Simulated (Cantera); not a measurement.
Feed: 1 mol N2O, 4.9 mol H2O, 0.046 mol O2, at 3475 K and 5.40 bar.

Method: chemical equilibrium by Gibbs-energy minimisation in Cantera with the NASA 1993 tables (ideal gas, pure condensed phases). Equilibrium is a limit: real reactors are often held back by kinetics, nucleation or transport.

| species | before | after |
|---|---|---|
| H2O | 0.406 | 0.436 |
| H2 | 0.113 | 0.237 |
| H | 0.0806 | 0.117 |
| N2 | 0.118 | 0.0577 |
| O2 | 0.0764 | 0.0200 |
| NO | 0.0183 | 0.00655 |
| O | 0.0550 | 0.0281 |
| OH | 0.132 | 0.0977 |
| NO2 | 1.13e-5 | 2.05e-6 |
| HO2 | 0.000129 | 4.89e-5 |
| N | 2.91e-5 | 2.03e-5 |
Gas species are given as mole fractions.

Problem. Name the change that produced these shifts.
(A) pressure from 5.40 bar to 1 atm
(B) temperature from 3475 K to 1148 K
(C) N2O replaced by NH3
(D) temperature from 3475 K to 2173 K

Solution. C, N2O replaced by NH3
